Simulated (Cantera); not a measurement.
A closed system holds: 1 mol B₂H₆, 0.15 mol O₂, 0.33 mol H₂, held at 7.50 Torr.

Equilibrium computed with Cantera from the NASA thermochemical tables; the gas is ideal and each condensed phase is pure. Candidate condensed phases: B, B₂O₃, B₃O₃H₃, H₂O; 23 gas species. The feed counts by its element totals alone. Mutual solubility and eutectic melting of coexisting phases are not modelled. The tables' values for BH₂ are old estimates; treat these amounts as uncertain. Rates play no part.

x: gas mole fraction; n: condensed amount in mol.

```tsv
T (°C)	x H₂	x H	x HBO	x BO	x B₂O₂	n B(s)	n B₂O₃(l)
1175	0.975	9.10e-5	0.0197	5.18e-5	0.00343	1.77	0.0644
1325	0.933	___	___	___	___	1.71	0
1475	0.927	0.00220	0.0542	0.00243	0.0133	1.70	0
1625	0.918	0.00749	0.0557	0.00729	0.0108	1.70	0
1775	0.901	___	0.0518	___	___	1.70	0
1925	0.868	0.0519	0.0424	0.0308	0.00430	1.69	0
2075	0.808	0.111	0.0298	0.0443	0.00192	1.68	0
```

**Question.** What belongs in the gaps?

**Answer.** 
- 1775, x H: 0.0213
- 1775, x BO: 0.0170
- 1775, x B₂O₂: 0.00757
- 1325, x H: 0.000514
- 1325, x HBO: 0.0485
- 1325, x BO: 0.000609
- 1325, x B₂O₂: 0.0147
